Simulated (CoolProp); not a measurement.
The fluid at 298.15 K and 0.266 MPa is compressed adiabatically to 0.719 MPa with isentropic efficiency 0.7. The same conditions are run with several fluids, on thermodynamics alone (safety and materials aside).

Values from CoolProp's reference Helmholtz-energy equation of state of each fluid (R22: Kamei 1995; CF4 (R14): Platzer 1990; carbonyl sulfide: Lemmon 2006; C3F8 (R218): Lemmon 2006; propyne: Polt 1992). The equations of Platzer and Polt are older, rougher fits.

Rank R22, CF4 (R14), carbonyl sulfide, C3F8 (R218), propyne by work (kJ/kg), highest first.

propyne (88.6), carbonyl sulfide (62.5), CF4 (R14) (42.3), R22 (41.7), C3F8 (R218) (17.6)

```json
[
 {"fluid": "R22", "final temperature (K)": "362.8", "final density (kg/m³)": "21.8"},
 {"fluid": "CF4 (R14)", "final temperature (K)": "357.0", "final density (kg/m³)": "21.6"},
 {"fluid": "carbonyl sulfide", "final temperature (K)": "387.4", "final density (kg/m³)": "13.9"},
 {"fluid": "C3F8 (R218)", "final temperature (K)": "324.4", "final density (kg/m³)": "57.2"},
 {"fluid": "propyne", "final temperature (K)": "357.6", "final density (kg/m³)": "10.4"}
]
```
